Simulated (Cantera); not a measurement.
An isothermal, constant-pressure homogeneous reactor starts with 7.75 % CH4, 90.1 % H2, 2.16 % H, at 1650 K and 65.3 Torr.

Cantera simulation using GRI-Mech 3.0 (53 species, 325 reactions); the numbers are that mechanism's predictions, not measurements. GRI-Mech 3.0 stops at C3 and has no aromatics, soot or wall deposition, so with more carbon than oxygen in the feed, carbon stays in small species such as C2H2 where larger ones or solid carbon would form.

x: mole fraction; the columns are a selection and need not sum to one.

```tsv
t (s)	x CH4	x H2	x H	x C2H2	x CH2	x C2H6
4.00e-6	0.0685	0.910	0.0123	9.25e-7	1.70e-5	[?]
1.50e-5	0.0653	0.915	0.00808	1.79e-5	2.21e-5	[?]
5.60e-5	0.0664	0.918	0.00571	0.000186	1.50e-5	[?]
0.000209	0.0684	0.922	0.00284	0.000947	5.82e-6	[?]
0.000783	0.0689	0.925	0.00104	0.00229	1.20e-6	[?]
0.00293	0.0684	0.926	0.000392	0.00359	2.08e-7	[?]
0.0110	0.0673	0.927	0.000250	0.00464	8.82e-8	[?]
0.0410	0.0639	0.929	0.000249	0.00628	8.28e-8	[?]
0.153	0.0537	0.934	0.000255	0.0111	7.33e-8	[?]
0.573	0.0328	0.946	0.000272	0.0208	5.08e-8	[?]
2.14	0.0127	0.957	0.000292	0.0302	2.31e-8	[?]
8.02	0.00436	0.961	0.000302	0.0341	8.56e-9	[?]
30.0	0.00299	0.962	0.000304	0.0347	5.97e-9	[?]
```

**Question.** What belongs in the gaps?

**Answer.** 
- 4.00e-6, x C2H6: 3.74e-5
- 1.50e-5, x C2H6: 0.000279
- 5.60e-5, x C2H6: 0.000431
- 0.000209, x C2H6: 0.000243
- 0.000783, x C2H6: 8.60e-5
- 0.00293, x C2H6: 2.45e-5
- 0.0110, x C2H6: 1.19e-5
- 0.0410, x C2H6: 1.06e-5
- 0.153, x C2H6: 7.69e-6
- 0.573, x C2H6: 3.09e-6
- 2.14, x C2H6: 5.26e-7
- 8.02, x C2H6: 8.57e-8
- 30.0, x C2H6: 5.39e-8
